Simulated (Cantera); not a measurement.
An isothermal, constant-pressure homogeneous reactor starts with 41.7 % NO, 58.3 % N₂, at 1975 K and 0.138 atm.

Cantera simulation using GRI-Mech 3.0 (53 species, 325 reactions); the numbers are that mechanism's predictions, not measurements.

Problem. Predict: x(NO) at 40.0 s; x(O₂) at 40.0 s; x(N₂) at 40.0 s; x(NO₂) at 40.0 s; x(O) at 40.0 s.

Solution. 
```
Quantity                                              Value
----------------  -----------------------------------------
x(NO) at 40.0 s     0.00791 (gas-phase equilibrium 0.00708)
x(O₂) at 40.0 s         0.204 (gas-phase equilibrium 0.204)
x(N₂) at 40.0 s         0.787 (gas-phase equilibrium 0.788)
x(NO₂) at 40.0 s    5.24e-6 (gas-phase equilibrium 4.69e-6)
x(O) at 40.0 s    0.000669 (gas-phase equilibrium 0.000670)
```
